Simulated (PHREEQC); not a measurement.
Consider water at 78 °C with 36 mmol/kgw CuSO4, 0.66 mmol/kgw HBF4 and 83 mmol/kgw NaCl. Closed to the air; pH follows from the charge balance.

The numbers come from PHREEQC with the ion-association model, wateq4f.dat.

```
Item                     Result
----------------  -------------
pH                         3.49
ionic strength    0.164 mol/kgw
total alkalinity   -2.64 meq/kg
```

```
species  molality  activity   log γ
-------  --------  --------  ------
Na+        0.0796    0.0582  -0.136
Cl-        0.0730    0.0513  -0.153
SO4-2      0.0226   0.00632  -0.553
Cu+2       0.0171   0.00534  -0.505
CuCl+     0.00940   0.00668  -0.149
CuSO4     0.00905   0.00939   0.016
```

This is a speciation only: nothing precipitates in the calculation. At this temperature some constants are extrapolated from 25 °C, and those without enthalpy data are left unchanged. Real BF4- forms and hydrolyses slowly; the run takes it at equilibrium.
